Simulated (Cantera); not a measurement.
An isothermal, constant-pressure homogeneous reactor starts with CO : O2 : H2O : N2 = 0.0048 : 0.0008 : 0.0039 : 1 (molar parts), equivalence ratio 3.0, at 873 K and 250000 Pa.

Computed with Cantera and GRI-Mech 3.0 (53 species, 325 reactions).

Predict: x(CO) at 30.0 s; x(O2) at 30.0 s; x(H2O) at 30.0 s; x(HO2) at 30.0 s.


| Item | Result |
|---|---|
| x(CO) at 30.0 s | 0.00463 (gas-phase equilibrium 0.00127) |
| x(O2) at 30.0 s | 0.000731 (gas-phase equilibrium <1e-12) |
| x(H2O) at 30.0 s | 0.00386 (gas-phase equilibrium 0.00196) |
| x(HO2) at 30.0 s | 7.57e-8 (gas-phase equilibrium <1e-12) |
